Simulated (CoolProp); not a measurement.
The fluid at 574.23 K and 0.716 MPa is throttled through a valve to 0.406 MPa with no heat exchange. The same conditions are run with several fluids, on thermodynamics alone (safety and materials aside).

Values from CoolProp's reference Helmholtz-energy equation of state of each fluid (n-heptane: Span 2003; water: Wagner 2002; benzene: Thol 2012; cyclohexane: Zhou 2014; methanol: de Reuck 1993).

```csv
fluid,temperature change (K),final density (kg/m³)
n-heptane,-2.2,___
water,___,___
benzene,-2.2,___
cyclohexane,___,___
methanol,___,___
```

Problem. Fill in the missing entries.

Solution. 
- n-heptane, final density (kg/m³): 8.94
- water, temperature change (K): -3.8
- water, final density (kg/m³): 1.56
- benzene, final density (kg/m³): 6.85
- cyclohexane, temperature change (K): -1.7
- cyclohexane, final density (kg/m³): 7.41
- methanol, temperature change (K): -1.9
- methanol, final density (kg/m³): 2.76
